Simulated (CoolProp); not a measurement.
Saturation properties of oxygen.

Model: reference Helmholtz-energy equation of state, Schmidt 1985, in CoolProp.

```tsv
T (K)	p (kPa)	liquid density (kg/m³)	vapour Z	vapour viscosity (µPa s)	liquid conductivity (mW/(m K))
93.5	141.4	1125	0.9591	(withheld)	146
95.9	177.3	1112	0.9519	7.40	143
98.4	221.6	1099	0.9435	(withheld)	139
100.8	271.5	(withheld)	0.9347	7.79	135
103.3	332.0	(withheld)	0.9247	7.99	132
105.7	399.0	1060	0.9142	8.19	128
108.2	479.0	1046	0.9024	8.40	125
110.7	570.1	1031	0.8897	8.61	121
113.1	668.9	1017	0.8767	8.81	117
115.6	784.6	1002	0.8621	9.03	114
118	908.6	986.8	0.8472	9.24	110
120.5	1052	970.6	0.8307	9.47	106
122.9	1205	954.4	0.8138	9.70	103
125.4	1380	936.9	0.7951	9.95	99.3
```

Q: Complete the blanks.

A: 
- 93.5, vapour viscosity (µPa s): 7.21
- 98.4, vapour viscosity (µPa s): 7.60
- 100.8, liquid density (kg/m³): 1087
- 103.3, liquid density (kg/m³): 1073

It boils at 90.2 K under 1 atm.

Viscosity comes from a separate model (Lemmon 2004). Thermal conductivity comes from a separate model (Lemmon 2004).
